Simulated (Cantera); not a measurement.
Catalytic combustion on Pt

An isothermal plug-flow reactor at 550 K and 2.76 atm (inlet), inlet velocity 0.69 m/s, active area per volume 2300 1/m; feed 0.545 % H2, 3.15 % O2, 95.7 % N2, 0.606 % H2O.

Model: Deutschmann's 1995 Pt surface mechanism with GRI-Mech 3.0 gas chemistry, integrated in Cantera. Catalytic surfaces can have several steady states; this one follows from the mechanism file's or the stated starting coverage. Mass transfer to the wall is taken as infinitely fast.

| z (m) | x H2 | x O2 | x H2O | θ free Pt | θ O* | θ OH* |
|---|---|---|---|---|---|---|
| 4.1e-05 | 0.00263 | 0.0301 | 0.00889 | 0.136 | 0.824 | 0.0395 |
| 8.8e-05 | 0.00164 | 0.0296 | 0.00989 | 0.0859 | 0.880 | 0.0334 |
| 0.00019 | 0.000893 | 0.0293 | 0.0106 | 0.0474 | 0.926 | 0.0260 |
| 0.00041 | 0.000448 | 0.0291 | 0.0111 | 0.0240 | 0.957 | 0.0191 |
| 0.00088 | 0.000217 | 0.0290 | 0.0113 | 0.0116 | 0.975 | 0.0135 |
| 0.0019 | 0.000102 | 0.0289 | 0.0114 | 0.00550 | 0.985 | 0.00934 |
| 0.0041 | 4.75e-5 | 0.0289 | 0.0115 | 0.00258 | 0.991 | 0.00643 |
x: gas mole fraction; θ: surface coverage.
